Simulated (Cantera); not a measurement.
Cantera run:

```python
import numpy as np
import cantera as ct

gas_names = """
    H O H2O OH O2
""".split()
cond_names = """

""".split()


def load(file, names, dense=False):
    # The tables refer to 1 bar. Condensed volumes are neglected.
    table = {s.name: s for s in ct.Species.list_from_file(file)}
    out = []
    for n in names:
        d = dict(table[n].input_data)
        d["thermo"] = dict(d["thermo"], **{"reference-pressure": 1e5})
        if dense:
            d["equation-of-state"] = {"model": "constant-volume", "density": "1e6 g/cm^3"}
        out.append(ct.Species.from_dict(d))
    return out


species = {s.name: s for s in load("nasa_gas.yaml", gas_names) + load("nasa_condensed.yaml", cond_names)}
# Each term lists the table entries of one substance; the one whose range holds T is used.
reactions = {
    '2 H(g) + O(g) = H2O(g)':
        [(-2, ['H']), (-1, ['O']), (1, ['H2O'])],
    'OH(g) = O(g) + H(g)':
        [(-1, ['OH']), (1, ['O']), (1, ['H'])],
    '4 OH(g) = O2(g) + 2 H2O(g)':
        [(-4, ['OH']), (1, ['O2']), (2, ['H2O'])],
}


def pick(names, T):
    return next(species[n] for n in names if species[n].thermo.min_temp <= T <= species[n].thermo.max_temp)


results = []
for label, terms in reactions.items():
    print(label)
    print("     T/K   dH/kJ  dS/(J/K)   dG/kJ   log10 K")
    for T in [300, 2700, 2750, 2800, 2850, 2900, 2950, 3000]:
        used = [(nu, pick(names, T)) for nu, names in terms]
        dH = sum(nu * s.thermo.h(T) for nu, s in used) / 1e6
        dS = sum(nu * s.thermo.s(T) for nu, s in used) / 1e3
        dG = dH - T * dS / 1e3
        logK = -dG * 1e6 / (ct.gas_constant * T * np.log(10))
        results.append((label, T, dH, dS, dG, logK, [s.name for _, s in used]))
        print(f"{T:8g} {dH:8.1f} {dS:8.1f} {dG:8.1f} {logK:8.2f}")
```

It prints:

```
2 H(g) + O(g) = H2O(g)
     T/K   dH/kJ  dS/(J/K)   dG/kJ   log10 K
     300   -927.0   -201.9   -866.5   150.87
    2700   -966.4   -247.5   -298.2     5.77
    2750   -966.7   -247.6   -285.8     5.43
    2800   -967.1   -247.7   -273.5     5.10
    2850   -967.4   -247.8   -261.1     4.78
    2900   -967.7   -247.9   -248.7     4.48
    2950   -968.0   -248.0   -236.3     4.18
    3000   -968.3   -248.1   -223.9     3.90
OH(g) = O(g) + H(g)
     T/K   dH/kJ  dS/(J/K)   dG/kJ   log10 K
     300    427.8     92.1    400.2   -69.68
    2700    449.3    115.0    138.9    -2.69
    2750    449.6    115.1    133.1    -2.53
    2800    449.8    115.2    127.4    -2.38
    2850    450.1    115.2    121.6    -2.23
    2900    450.3    115.3    115.8    -2.09
    2950    450.5    115.4    110.1    -1.95
    3000    450.8    115.5    104.3    -1.82
4 OH(g) = O2(g) + 2 H2O(g)
     T/K   dH/kJ  dS/(J/K)   dG/kJ   log10 K
     300   -641.1   -152.3   -595.4   103.66
    2700   -648.4   -169.7   -190.1     3.68
    2750   -648.1   -169.6   -181.6     3.45
    2800   -647.9   -169.6   -173.1     3.23
    2850   -647.6   -169.5   -164.6     3.02
    2900   -647.3   -169.4   -156.2     2.81
    2950   -647.1   -169.3   -147.7     2.62
    3000   -646.8   -169.2   -139.2     2.42
```

Source: NASA polynomial tables (part measured, part estimated), evaluated in Cantera. Condensed species are held in their standard states even where they would react or evaporate.
